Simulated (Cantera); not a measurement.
A closed system holds: 1 mol AlN, 0.024 mol C, 0.13 mol N2, held at 67.0 Pa.

Method: chemical equilibrium by Gibbs-energy minimisation in Cantera with the NASA 1993 tables (ideal gas, pure condensed phases). Candidate condensed phases: Al, AlN, C; 16 gas species. Kinetics and transport are ignored.

Problem. Which condensed phases are stable at each of these points (T (°C)): 1502, 1602, 1702, 1802, 1902, 2002, 2102, 2202?

Solution. 
```csv
T (°C),condensed phases,Al condensed (%)
1502,AlN(s) + C(graphite),99.9
1602,AlN(s) + C(graphite),98.5
1702,C(graphite),0.0
1802,C(graphite),0.0
1902,C(graphite),0.0
2002,C(graphite),0.0
2102,C(graphite),0.0
2202,C(graphite),0.0
```

From 1502 °C to 1602 °C the condensed part is AlN(s) + C(graphite). From 1702 °C to 2202 °C the condensed part is C(graphite).
